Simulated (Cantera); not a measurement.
An isothermal, constant-pressure homogeneous reactor starts with 1.57 % H₂, 98.4 % O₂, equivalence ratio 0.0080, at 1473 K and 0.00260 bar.

Computed with Cantera and GRI-Mech 3.0 (53 species, 325 reactions). Radical loss at walls, strong at low pressure, is not modelled.

x: mole fraction; the columns are a selection and need not sum to one.

```tsv
t (s)	x H₂	x O₂	x H₂O	x OH	x O	x HO₂	x H
4.00e-6	0.0157	0.984	<1e-12	1.79e-11	1.79e-11	7.38e-10	7.20e-10
3.86e-5	0.0157	0.984	2.63e-11	1.44e-9	1.45e-9	7.12e-9	…
0.000372	0.0157	0.984	1.17e-8	5.71e-8	5.92e-8	6.86e-8	…
0.00359	0.0157	0.984	7.06e-6	6.07e-6	6.81e-6	6.53e-7	…
0.0346	9.28e-5	0.969	0.0142	0.00238	0.0135	9.83e-8	0.000600
0.334	9.01e-5	0.970	0.0142	0.00235	0.0131	9.69e-8	0.000572
3.22	6.88e-5	0.973	0.0145	0.00206	0.00983	8.49e-8	…
31.1	1.34e-5	0.982	0.0154	0.000911	0.00182	3.79e-8	…
300	5.69e-7	0.984	0.0158	0.000188	7.55e-5	3.99e-8	…
```

### Question
Some entries are withheld; supply them.

### Answer

- 3.86e-5, x H: 5.70e-9
- 0.000372, x H: 2.13e-8
- 0.00359, x H: 9.09e-7
- 3.22, x H: 0.000375
- 31.1, x H: 3.05e-5
- 300, x H: 2.60e-7
